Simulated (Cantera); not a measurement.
Charge: 1 mol Nb₂O₅, 11 mol H₂, 0.13 mol H₂O, equilibrated at 7.50 Torr.

Cantera equilibrium calculation (NASA polynomials, part measured and part estimated; ideal gas, pure solids and liquids). Candidate condensed phases: H₂O, Nb, NbO, NbO₂, Nb₂O₅; 12 gas species. Condensed phases not in the tables: the oxides between NbO₂ and Nb₂O₅. Rates play no part.

At 1550 K, list the 3 most abundant gas species with their mole fractions, and the condensed phases.

H₂ 0.898, H₂O 0.102, H 0.000298. Condensed: NbO₂(s).
